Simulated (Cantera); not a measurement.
Charge: 1 mol NH3, 0.045 mol O2, 12 mol N2, at 2500 K and 59.0 Pa.

These are equilibrium values from Cantera (NASA tables, ideal gas, pure condensed phases), not measurements of a reactor. Candidate condensed phases: H2O; 24 gas species. Equilibrium is a limit: real reactors are often held back by kinetics, nucleation or transport.

Base state: N2 0.821, H 0.152, H2 0.0215, O 0.00402, OH 0.000866, H2O 0.000592, NO 0.000345, O2 4.53e-5 (mole fractions); condensed: gas only.

Task: What changes in the equilibrium state with this change: temperature from 2500 K to 1200 K?

Result: 
```json
[
 {"species": "N2", "before": "0.821", "after": "0.893"},
 {"species": "H2", "before": "0.0215", "after": "0.101"},
 {"species": "H2O", "before": "0.000592", "after": "0.00643"},
 {"species": "H", "before": "0.152", "after": "2.58e-6"},
 {"species": "O", "before": "0.00402", "after": "<1e-9"},
 {"species": "OH", "before": "0.000866", "after": "1.31e-9"},
 {"species": "NO", "before": "0.000345", "after": "<1e-9"},
 {"species": "O2", "before": "4.53e-5", "after": "<1e-9"},
 {"species": "N", "before": "1.09e-5", "after": "<1e-9"}
]
```

Task: What changes in the equilibrium state with this change: N2 from 12 to 35 mol?

Result: 
```csv
species,before,after
N2,0.821,0.924
H,0.152,0.0689
H2,0.0215,0.00444
H2O,0.000592,5.79e-5
OH,0.000866,0.000186
```
